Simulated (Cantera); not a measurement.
An isothermal, constant-pressure homogeneous reactor starts with NH3 : N2 = 1 : 2.3 (molar parts), at 1698 K and 0.0987 atm.

Model: the gas-phase N/H chemistry of the illustrative SiF4/NH3 mechanism in the Surface Chemkin manual (1991), integrated in Cantera. Walls and surfaces, which speed up NH3 decomposition in real reactors, are not modelled.

x: mole fraction; the columns are a selection and need not sum to one.

```
t (s)      x NH3    x N2H2     x NH2       x N      x H2
--------  ------  --------  --------  --------  --------
6.00e-6    0.303    <1e-12   6.23e-8    <1e-12   2.30e-8
1.81e-5    0.303    <1e-12   2.18e-7    <1e-12   9.98e-8
5.43e-5    0.303  2.35e-12   6.94e-7    <1e-12   3.38e-7
0.000164   0.303  4.48e-11   2.13e-6    <1e-12   1.05e-6
0.000492   0.303  5.91e-10   6.44e-6    <1e-12   3.22e-6
0.00148    0.303   6.42e-9   1.94e-5  7.98e-12   9.90e-6
0.00446    0.303   6.62e-8   5.76e-5  8.46e-11   3.53e-5
0.0134     0.303   4.58e-7  0.000144  6.06e-10  0.000236
0.0404     0.302   7.24e-7  0.000177       [?]   0.00150
0.122      0.298   7.16e-7  0.000171       [?]   0.00554
0.366      0.288   6.80e-7  0.000158       [?]    0.0174
1.10       0.260   5.78e-7  0.000139       [?]    0.0498
3.31       0.196   3.78e-7  0.000109   7.41e-8     0.123
9.97      0.0985   1.43e-7   6.51e-5   7.56e-8     0.235
30.0      0.0237   2.04e-8   2.27e-5       [?]     0.322
```

**Question.** Some entries are withheld; supply them.

**Answer.** 
- 0.0404, x N: 2.66e-9
- 0.122, x N: 8.82e-9
- 0.366, x N: 2.61e-8
- 1.10, x N: 5.41e-8
- 30.0, x N: 5.96e-8
